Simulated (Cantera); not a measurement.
Charge: 1 mol SiCl₄, 0.04 mol HCl, 39 mol H₂, held at 552 °C and 0.100 bar.

Cantera equilibrium calculation (NASA polynomials, part measured and part estimated; ideal gas, pure solids and liquids). Candidate condensed phases: Si; 19 gas species. The tables' values for SiCl₃ are old estimates; treat these amounts as uncertain. Equilibrium is a limit: real reactors are often held back by kinetics, nucleation or transport.

What is the equilibrium state?


* **x(H₂)**: 0.969
* **x(SiCl₄)**: 0.0205
* **x(HCl)**: 0.00558
* **x(SiHCl₃)**: 0.00440
* **x(SiH₂Cl₂)**: 7.98e-5
* **x(SiCl₃)**: 1.60e-5
* **x(SiCl₂)**: 1.10e-6
* **gas amount**: 40.04 mol
* **log10 activity of Si(s) (absent)**: -1.51
